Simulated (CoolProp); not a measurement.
The fluid at 366.71 K and 8.1 MPa flows at 0.069 m/s in a round tube of 20 mm bore and 45 µm roughness, fully developed (64/Re and Nu = 3.66 if laminar; Colebrook and Gnielinski if turbulent). The same conditions are run with several fluids, on thermodynamics alone (safety and materials aside).

Model: reference Helmholtz-energy equation of state of each fluid (ammonia: Gao 2020; propane: Lemmon 2009; R123: Younglove 1994; R236FA: Pan 2012; R11: Jacobsen 1992), in CoolProp.

Q: Rank ammonia, propane, R123, R236FA, R11 by Reynolds number, highest first.

A: R236FA (10300), propane (9790), ammonia (9440), R123 (7760), R11 (7030)

```tsv
fluid	Darcy friction factor	pressure drop (Pa/m)	heat-transfer coefficient (W/(m² K))	mass flow (kg/h)
ammonia	0.0345	1.99	653	37.7
propane	0.0343	1.62	208	30.9
R123	0.0360	5.62	168	102
R236FA	0.0339	4.70	202	90.9
R11	0.0368	5.84	163	104
```

Transport values come from each fluid's own correlations; those of R236FA, R11 are estimates that may be off by 10 % or more.
